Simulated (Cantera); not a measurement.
Charge: 1 mol Si3N4, 0.41 mol CO2, a varied amount of N2, 0.095 mol N2O, equilibrated at 1875 K and 13.3 mbar.

Cantera equilibrium calculation (NASA polynomials, part measured and part estimated; ideal gas, pure solids and liquids). Candidate condensed phases: C, Si, SiC, SiO2, Si2N2O, Si3N4; 34 gas species. Mutual solubility and eutectic melting of coexisting phases are not modelled. The tables' values for SiN are old estimates; treat these amounts as uncertain. Equilibrium is a limit: real reactors are often held back by kinetics, nucleation or transport.

log p: log10 of the partial pressure in bar; n: condensed amount in mol.

| n(N2) (mol) | log p N2 | log p SiO | log p CO | log p Si | log p Si2N | log p SiN | n Si(l) | n SiC(s) |
|---|---|---|---|---|---|---|---|---|
| 4.1 | -1.94 | -2.83 | -3.62 | -5.04 | -6.29 | -6.46 | 1.93 | 0.281 |
| 5.7 | -1.92 | -2.92 | -3.71 | -5.04 | -6.28 | -6.45 | 1.93 | 0.281 |
| 8 | -1.91 | -3.02 | -3.81 | -5.04 | -6.27 | -6.45 | 1.92 | 0.281 |
| 11 | -1.90 | ? | ? | -5.04 | -6.27 | -6.44 | 1.92 | 0.281 |
| 15 | -1.90 | -3.24 | -4.02 | -5.04 | -6.27 | -6.44 | 1.92 | 0.281 |
| 21 | -1.89 | -3.36 | -4.15 | -5.04 | -6.26 | -6.44 | 1.91 | 0.281 |
| 30 | -1.89 | ? | ? | -5.04 | -6.26 | -6.43 | 1.91 | 0.281 |
| 42 | -1.88 | -3.63 | -4.42 | -5.04 | -6.26 | -6.43 | 1.90 | 0.281 |
| 58 | -1.88 | -3.77 | -4.55 | -5.04 | -6.26 | -6.43 | 1.88 | 0.280 |
| 81 | -1.88 | -3.90 | -4.69 | -5.04 | -6.26 | -6.43 | 1.86 | 0.280 |
| 110 | -1.88 | -4.03 | -4.82 | -5.04 | -6.26 | -6.43 | 1.84 | 0.280 |
| 160 | -1.88 | -4.19 | -4.98 | -5.04 | -6.26 | -6.43 | 1.80 | 0.279 |

Question: What belongs in the gaps?

Answer: 
- 30, log p SiO: -3.50
- 30, log p CO: -4.28
- 11, log p SiO: -3.13
- 11, log p CO: -3.91
